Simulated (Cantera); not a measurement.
A Cantera script and what it prints.

```python
import numpy as np
import cantera as ct

gas_names = """
    H HO2 H2 H2O H2O2 H2S H2SO4 O OH O2 O3 S SH SO SO2 SO3 S2 S2O S8
""".split()
cond_names = """
    H2O(s) H2O(L) H2SO4(L) S(cr1) S(cr2) S(L)
""".split()


def load(file, names, dense=False):
    # The tables refer to 1 bar. Condensed volumes are neglected.
    table = {s.name: s for s in ct.Species.list_from_file(file)}
    out = []
    for n in names:
        d = dict(table[n].input_data)
        d["thermo"] = dict(d["thermo"], **{"reference-pressure": 1e5})
        if dense:
            d["equation-of-state"] = {"model": "constant-volume", "density": "1e6 g/cm^3"}
        out.append(ct.Species.from_dict(d))
    return out


gas = ct.Solution(thermo="ideal-gas", species=load("nasa_gas.yaml", gas_names))
cond = {s.name: ct.Solution(thermo="fixed-stoichiometry", species=[s], name=s.name)
        for s in load("nasa_condensed.yaml", cond_names, dense=True)}
atoms = {
    'S': {'S': 1},
    'H2': {'H': 2},
    'SO2': {'S': 1, 'O': 2},
}
top_T = {}  # K; cautious upper limits of use, not melting points


def equilibrate(T, P, feed):
    n = {}
    for name, mol in feed.items():
        for a, k in atoms[name].items():
            n[a] = n.get(a, 0.0) + k * mol
    gas.TPX = T, P, n
    mass = sum(n.values()) * gas.mean_molecular_weight
    gas.equilibrate("TP")
    valid = [c for c in cond.values() if c.min_temp <= T <= top_T.get(c.name, c.max_temp)]
    mix = ct.Mixture([(gas, mass / gas.mean_molecular_weight)] + [(c, 0.0) for c in valid])
    mix.T, mix.P = T, P
    mix.equilibrate("TP", solver="vcs", rtol=1e-11, max_steps=5000)
    return mix


results = []
feed = {'S': 1, 'H2': 0.4, 'SO2': 0.54}  # mol
T = 3223  # K
P = 33  # Pa
mix = equilibrate(T, P, feed)
results.append((T, P, feed, dict(zip(mix.species_names, mix.species_moles))))
print(gas.report(threshold=0.001))
for i in range(1, mix.n_phases):
    print(f"{mix.phase(i).name:16s} {mix.phase_moles(i):12.5e} mol")
```

Output:

```
       temperature   3223 K
          pressure   33 Pa
           density   2.4501e-05 kg/m^3
  mean mol. weight   19.896 kg/kmol
   phase of matter   gas

                          1 kg             1 kmol
                     ---------------   ---------------
          enthalpy        1.5819e+07        3.1474e+08  J
   internal energy        1.4473e+07        2.8794e+08  J
           entropy             14116        2.8086e+05  J/K
    Gibbs function       -2.9678e+07       -5.9046e+08  J
 heat capacity c_p            1087.7             21640  J/K
 heat capacity c_v            669.75             13325  J/K

                      mass frac. Y      mole frac. X     chem. pot. / RT
                     ---------------   ---------------   ---------------
                 H          0.011906             0.235           -18.809
                 O           0.24917           0.30986           -23.006
                 S           0.71946           0.44648           -22.606
                SO          0.016895         0.0069943           -45.613
     [  +15 minor]         0.0025722         0.0016708

S(L)              0.00000e+00 mol
```

Cantera equilibrium calculation (NASA polynomials, part measured and part estimated; ideal gas, pure solids and liquids).
